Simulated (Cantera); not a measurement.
Input (Python, Cantera) and output of one run.

```python
import numpy as np
import cantera as ct

gas_names = """
    B BF BF2 BF3 BH BHF2 BH2 BH3 BO BOF BOF2 BO2 B2 B2O B2O2 B2O3 B3O3F3 B3O3H3 F FO FO2 F2 F2O H HBO
    HBO2 HF HOF HO2 H2 H2F2 H2O H2O2 H3B3O6 H3F3 H4F4 H5F5 H6F6 H7F7 O OH O2 O3
""".split()
cond_names = """
    B(b) B(L) B2O3(L) B3O3H3(cr) H2O(s) H2O(L)
""".split()


# ... load() reads the species with a 1 bar reference pressure and builds the phases ...
atoms = {
    'BF3': {'B': 1, 'F': 3},
    'H2O': {'H': 2, 'O': 1},
    'H2': {'H': 2},
    'O2': {'O': 2},
}
top_T = {}  # K; cautious upper limits of use, not melting points


# ... equilibrate(T, P, feed) seeds the gas with the atoms and calls Mixture.equilibrate('TP', solver="vcs", rtol=1e-11, max_steps=5000) ...
results = []
feed = {'BF3': 1, 'H2O': 3.9, 'H2': 3.2, 'O2': 0.17}  # mol
P = 133.322  # Pa
for T in [1298, 1348, 1398, 1448, 1498, 1548, 1598, 1648, 1698, 1748]:
    mix = equilibrate(T, P, feed)
    results.append((T, P, feed, dict(zip(mix.species_names, mix.species_moles))))
    x = sorted(zip(gas.X, gas.species_names), reverse=True)
    print(f"T = {T:g} K  P = {P:g} Pa  gas = {mix.phase_moles(0):.4g} mol")
    print("   x: " + "  ".join(f"{s} {v:.3e}" for v, s in x if v > 0.0001))
    print("   condensed (mol): " + ("  ".join(f"{mix.phase(i).name} {mix.phase_moles(i):.4g}"
          for i in range(1, mix.n_phases) if mix.phase_moles(i) > 1e-12) or "none"))
```

Result:

```
T = 1298 K  P = 133.322 Pa  gas = 9.068 mol
   x: H2O 3.293e-01  H2 3.154e-01  HF 2.455e-01  BOF 7.551e-02  HBO2 3.096e-02  BF3 3.084e-03  B3O3F3 1.841e-04
   condensed (mol): none
T = 1348 K  P = 133.322 Pa  gas = 9.086 mol
   x: H2O 3.263e-01  H2 3.147e-01  HF 2.490e-01  BOF 7.668e-02  HBO2 3.167e-02  BF3 1.455e-03
   condensed (mol): none
T = 1398 K  P = 133.322 Pa  gas = 9.094 mol
   x: H2O 3.247e-01  H2 3.145e-01  HF 2.509e-01  BOF 7.682e-02  HBO2 3.224e-02  BF3 7.054e-04
   condensed (mol): none
T = 1448 K  P = 133.322 Pa  gas = 9.097 mol
   x: H2O 3.236e-01  H2 3.143e-01  HF 2.521e-01  BOF 7.659e-02  HBO2 3.274e-02  BF3 3.556e-04  H 1.415e-04  B2O3 1.054e-04
   condensed (mol): none
T = 1498 K  P = 133.322 Pa  gas = 9.1 mol
   x: H2O 3.229e-01  H2 3.142e-01  HF 2.529e-01  BOF 7.623e-02  HBO2 3.321e-02  H 2.638e-04  BF3 1.868e-04  B2O3 1.253e-04
   condensed (mol): none
T = 1548 K  P = 133.322 Pa  gas = 9.101 mol
   x: H2O 3.223e-01  H2 3.140e-01  HF 2.535e-01  BOF 7.581e-02  HBO2 3.364e-02  H 4.726e-04  B2O3 1.472e-04  BF3 1.021e-04
   condensed (mol): none
T = 1598 K  P = 133.322 Pa  gas = 9.103 mol
   x: H2O 3.217e-01  H2 3.137e-01  HF 2.540e-01  BOF 7.538e-02  HBO2 3.403e-02  H 8.165e-04  B2O3 1.710e-04
   condensed (mol): none
T = 1648 K  P = 133.322 Pa  gas = 9.106 mol
   x: H2O 3.212e-01  H2 3.134e-01  HF 2.544e-01  BOF 7.494e-02  HBO2 3.439e-02  H 1.365e-03  B2O3 1.969e-04
   condensed (mol): none
T = 1698 K  P = 133.322 Pa  gas = 9.111 mol
   x: H2O 3.206e-01  H2 3.128e-01  HF 2.547e-01  BOF 7.450e-02  HBO2 3.471e-02  H 2.215e-03  B2O3 2.246e-04  OH 1.167e-04
   condensed (mol): none
T = 1748 K  P = 133.322 Pa  gas = 9.117 mol
   x: H2O 3.199e-01  H2 3.120e-01  HF 2.550e-01  BOF 7.406e-02  HBO2 3.499e-02  H 3.495e-03  B2O3 2.541e-04  OH 2.091e-04
   condensed (mol): none
```

Cantera equilibrium calculation (NASA polynomials, part measured and part estimated; ideal gas, pure solids and liquids). Gases not in the tables: H3BO3.
